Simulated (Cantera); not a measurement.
An adiabatic, constant-volume homogeneous reactor starts with C3H8 : O2 : N2 = 1 : 9.43 : 35.5 (molar parts), at 1100 K and 1.38 atm.

Model: GRI-Mech 3.0 (53 species, 325 reactions), integrated in Cantera. GRI-Mech 3.0 was tuned for natural gas; its chemistry of propane as a main component is partial and can be far from experiment.

**Question.** Predict: time of steepest temperature rise; temperature at 0.100 s; equilibrium temperature; x(O2) at 0.100 s; x(NO) at 0.100 s; x(H2) at 0.100 s.

**Answer.** 
| Item | Value |
|---|---|
| time of steepest temperature rise | 40.6 ms |
| temperature at 0.100 s | 2440 K |
| equilibrium temperature | 2440 K |
| x(O2) at 0.100 s | 0.0869 (gas-phase equilibrium 0.0869) |
| x(NO) at 0.100 s | 0.0129 (gas-phase equilibrium 0.0130) |
| x(H2) at 0.100 s | 0.000683 (gas-phase equilibrium 0.000683) |
